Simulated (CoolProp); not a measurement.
Vapour-liquid equilibrium of methanol (1) + benzene (2) at 113.55 °C; x and y are mole fractions of (1).

Computed with CoolProp (multi-fluid Helmholtz-energy mixture model, de Reuck 1993 and Thol 2012; pair parameters Bell 2016).

Problem. Give the bubble pressure and the first vapour's composition at x = 0.05, 0.55, 0.75. Is there an azeotrope?

Solution. x = 0.05: 3.448 bar, y = 0.258; x = 0.55: 5.618 bar, y = 0.645; x = 0.75: 5.714 bar, y = 0.742. y crosses x between x = 0.65 and 0.75: the model has an azeotrope there.

Pair parameters are fitted to limited data, so mixtures are less certain than the pure fluids. With so large a gap from Raoult's law the liquid may split in two, which this calculation doesn't test in full.
